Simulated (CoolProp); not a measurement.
Carbon monoxide along the isobar 31 bar: density (kg/m³) from the reference equation and from simpler models built on Tc = 132.9 K, pc = 34.98 bar, ω = 0.050; each cubic takes its own stable root.

Model: reference Helmholtz-energy equation of state, Lemmon 2006, in CoolProp. It is a short technical equation, of lower accuracy than the large ones.

```tsv
T (K)	phase	reference	ideal gas	van der Waals	Redlich-Kwong	Soave-Redlich-Kwong	Peng-Robinson
131.9	gas	145.5	79.18	___	144.9	145.1	___
149.1	gas	92.22	70.04	92.39	92.80	92.25	95.51
166.2	gas	74.53	62.84	75.53	74.94	74.32	___
183.3	gas	63.89	56.97	64.98	64.22	63.60	65.14
200.4	gas	56.43	___	57.46	56.72	56.13	57.31
217.5	gas	___	48.02	51.72	51.05	50.49	51.43
234.7	gas	46.30	44.50	47.12	46.53	46.02	___
251.8	gas	42.64	41.48	43.37	42.86	42.38	43.02
268.9	gas	39.57	38.84	40.22	39.78	39.34	39.88
286	gas	36.95	36.52	37.53	37.15	36.74	37.20
303.1	gas	34.69	34.46	35.20	34.87	34.50	34.89
320.3	gas	32.69	32.61	33.15	32.86	32.52	32.86
337.4	gas	30.93	30.95	31.34	31.10	30.78	31.08
```

Fill in the missing entries.


- 131.9, van der Waals: 134.0
- 131.9, Peng-Robinson: 152.9
- 166.2, Peng-Robinson: 76.45
- 200.4, ideal gas: 52.11
- 217.5, reference: 50.79
- 234.7, Peng-Robinson: 46.78
